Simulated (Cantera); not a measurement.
A counterflow diffusion flame at 750 Torr, nozzles 20 mm apart: fuel side 68.0 % CH₄, 32.0 % N₂ at 525 K, oxidiser side 26.0 % O₂, 74.0 % N₂ at 523 K, fuel mass flux 0.9 times the oxidiser's; mixture-averaged transport, no radiation.

Cantera simulation using GRI-Mech 3.0 (53 species, 325 reactions); the numbers are that mechanism's predictions, not measurements. GRI-Mech 3.0 has no aromatics or soot, which form on the fuel side of real flames. The maximum strain rate includes the flame's own expansion and is several times the mean.

x: mole fraction; the columns are a selection and need not sum to one.

| oxidiser flux (kg/m²/s) | max strain (1/s) | mean strain (1/s) | T max (K) | peak x OH | peak x H | peak x NO | peak x CO | peak x C₂H₂ |
|---|---|---|---|---|---|---|---|---|
| 0.25 | 207 | 43.4 | 2269 | 0.0120 | 0.00536 | 0.000457 | 0.0748 | 0.0162 |
| 0.35 | 278 | 60.8 | 2253 | 0.0120 | 0.00563 | 0.000420 | 0.0734 | 0.0155 |
| 0.49 | 376 | 85.1 | 2237 | 0.0120 | 0.00588 | 0.000383 | 0.0720 | 0.0149 |
| 0.69 | 512 | 120 | 2221 | 0.0119 | 0.00611 | 0.000346 | 0.0706 | 0.0141 |
| 0.97 | 700 | 168 | 2207 | 0.0118 | 0.00635 | 0.000309 | 0.0695 | 0.0134 |
| 1.4 | 982 | 243 | 2189 | 0.0116 | 0.00658 | 0.000266 | 0.0685 | 0.0126 |
| 1.9 | 1300 | 330 | 2172 | 0.0113 | 0.00672 | 0.000227 | 0.0679 | 0.0118 |
| 2.7 | 1810 | 469 | 2149 | 0.0109 | 0.00678 | 0.000180 | 0.0672 | ___ |
| 3.8 | 2490 | 660 | 2121 | 0.0103 | 0.00671 | 0.000135 | 0.0668 | ___ |
| 5.3 | 3390 | 921 | 2085 | 0.00944 | 0.00642 | 9.10e-5 | 0.0665 | ___ |

Question: Complete the blanks.

Answer: 
- 2.7, peak x C₂H₂: 0.0107
- 3.8, peak x C₂H₂: 0.00937
- 5.3, peak x C₂H₂: 0.00775
